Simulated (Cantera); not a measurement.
Thermodynamics of thermal oxidation and active oxidation of silicon, feed Si + CO₂ + H₂

Charge: 1 mol Si, 2.6 mol CO₂, 2.7 mol H₂, equilibrated at 1.00 bar.

These are equilibrium values from Cantera (NASA tables, ideal gas, pure condensed phases), not measurements of a reactor. Candidate condensed phases: C, C₆H₆, C₇H₈, C₈H₁₈, H₂O, Si, SiC, SiO₂; 123 gas species. The tables hold silica as quartz up to 1696 K and as liquid above; real silica turns to tridymite and cristobalite and melts near 1996 K. Gases not in the tables: Si(OH)₄. The numbers say what is thermodynamically allowed, not how fast it happens.

From 1077 °C to 1377 °C the condensed part is SiO₂(β-quartz). From 1477 °C to 1677 °C the condensed part is SiO₂(condensed). From 1777 °C to 1877 °C the condensed part is SiO₂(l).

```
T (°C)   x CO   x H₂   x H₂O   x CO₂     x SiO  n SiO₂(β-quartz)  n SiO₂(condensed)  n SiO₂(l)
------  -----  -----  ------  ------  --------  ----------------  -----------------  ---------
1077    0.451  0.435  0.0741  0.0391  8.00e-11              1.00                  0          0
1177    0.456  0.431  0.0784  0.0348   2.11e-9              1.00                  0          0
1277    0.459  0.428  0.0818  0.0314   3.63e-8              1.00                  0          0
1377    0.462  0.425  0.0846  0.0286   4.39e-7             1.000                  0          0
1477    0.464  0.422  0.0868  0.0264   3.91e-6                 0              1.000          0
1577    0.466  0.420  0.0887  0.0245   2.68e-5                 0              1.000          0
1677    0.467  0.418  0.0903  0.0229  0.000150                 0              0.999          0
1777    0.468  0.416  0.0920  0.0217  0.000697                 0                  0      0.996
1877    0.468  0.412  0.0944  0.0210   0.00275                 0                  0      0.985
```
x: gas mole fraction; n: condensed amount in mol.
